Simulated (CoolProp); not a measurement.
A simple Rankine cycle with R113: condensing at 316.15 K, boiler at 1.14 MPa, turbine inlet 424.4 K, turbine efficiency 0.6, pump efficiency 0.8, no recuperator. Each further row changes one setting.

The numbers come from the reference Helmholtz-energy equation of state, Marx 1992 in CoolProp.

```csv
case,thermal efficiency (%),net work (kJ/kg),heat in (kJ/kg),turbine exit temperature (K),volume ratio over the turbine
as stated,11.0,23.2,210,374.6,14.5
turbine inlet 444.4 K,10.9,24.9,228,395.9,14.0
condensing temperature 308.15 K,11.8,25.7,218,370.7,19.2
boiler pressure 0.798 MPa,9.8,21.1,216,384.8,9.52
turbine efficiency 0.5,9.1,19.2,210,380.1,14.8
```
